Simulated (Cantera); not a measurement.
**Silicon oxide and oxynitride deposition: SiH2Cl2 + N2O + N2 + O3**

A closed system holds: 1 mol SiH2Cl2, 0.5 mol N2O, 65 mol N2, 1.3 mol O3, held at 1052 °C and 1.10 mbar.

These are equilibrium values from Cantera (NASA tables, ideal gas, pure condensed phases), not measurements of a reactor. Candidate condensed phases: H2O, NH4Cl, Si, SiO2, Si2N2O, Si3N4; 47 gas species. The tables hold silica as quartz up to 1696 K and as liquid above; real silica turns to tridymite and cristobalite and melts near 1996 K. Rates play no part.

* **x(N2)**: 0.952
* **x(HCl)**: 0.0249
* **x(O2)**: 0.0163
* **x(Cl)**: 0.00401
* **x(H2O)**: 0.00208
* **x(NO)**: 0.000142
* **x(Cl2)**: 7.44e-5
* **x(OH)**: 5.83e-6
* **x(O)**: 1.06e-6
* **n(SiO2(β-quartz))**: 1.00 mol
* **gas amount**: 68.77 mol
* **log10 activity of Si(s) (absent)**: -21.81
